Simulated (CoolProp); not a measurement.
Computed with CoolProp (reference Helmholtz-energy equation of state, Schroeder 2014).

Task: For ethanol, give the phase and the cp (kJ/(kg K)), speed of sound (m/s), expansivity (1/kK), viscosity (µPa s) at 269.1 K and 6.03 MPa; 269.1 K and 7.23 MPa; 269.1 K and 12.1 MPa.

Result: 
- 269.1 K and 6.03 MPa: liquid; cp 2.23, speed of sound 1280, expansivity 1.01, viscosity 2060
- 269.1 K and 7.23 MPa: liquid; cp 2.23, speed of sound 1290, expansivity 1.00, viscosity 2070
- 269.1 K and 12.1 MPa: liquid; cp 2.22, speed of sound 1310, expansivity 0.978, viscosity 2120

Viscosity comes from a separate model (Kiselev 2005).
